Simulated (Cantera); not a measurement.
**Metals in furnace atmospheres: Cu + O2 + H2**

Input: 1 mol Cu, 0.017 mol O2, 1.3 mol H2, equilibrated at 1.10 bar.

These are equilibrium values from Cantera (NASA tables, ideal gas, pure condensed phases), not measurements of a reactor. Candidate condensed phases: Cu, CuO, Cu(OH)2, Cu2O, H2O; 12 gas species. Rates play no part.

From 875 K to 1325 K the condensed part is Cu(s). From 1400 K to 1850 K the condensed part is Cu(l).

```tsv
T (K)	log p H2	log p H2O	log p Cu	log p H	log p Cu2	log p OH	n Cu(s)	n Cu(l)
875	0.03	-1.54	<-11	-10.28	<-11	<-11	1.00	0
950	0.03	-1.54	-11.72	-9.24	<-11	<-11	1.00	0
1025	0.03	-1.54	-10.38	-8.35	<-11	<-11	1.00	0
1100	0.03	-1.54	-9.23	-7.57	<-11	-11.49	1.00	0
1175	0.03	-1.54	-8.22	-6.90	<-11	-10.62	1.00	0
1250	0.03	-1.54	-7.33	-6.30	-11.64	-9.86	1.00	0
1325	0.03	-1.54	-6.55	-5.77	-10.53	-9.18	1.00	0
1400	0.03	-1.54	-5.87	-5.30	-9.58	-8.57	0	1.000
1475	0.03	-1.54	-5.27	-4.87	-8.75	-8.02	0	1.000
1550	0.03	-1.54	-4.73	-4.49	-8.00	-7.53	0	1.000
1625	0.03	-1.54	-4.24	-4.14	-7.33	-7.08	0	1.000
1700	0.03	-1.54	-3.80	-3.82	-6.72	-6.67	0	1.000
1775	0.03	-1.54	-3.39	-3.52	-6.16	-6.30	0	1.000
1850	0.03	-1.54	-3.02	-3.25	-5.65	-5.96	0	0.999
```
log p: log10 of the partial pressure in bar; n: condensed amount in mol.
